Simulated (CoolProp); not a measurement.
Values from CoolProp's reference Helmholtz-energy equation of state, Gao 2016.

Q: For sulfur dioxide, give the phase and the cp (kJ/(kg K)) at 88.75 °C and 2.68 bar.

A: 
- 88.75 °C and 2.68 bar: gas; cp 0.688
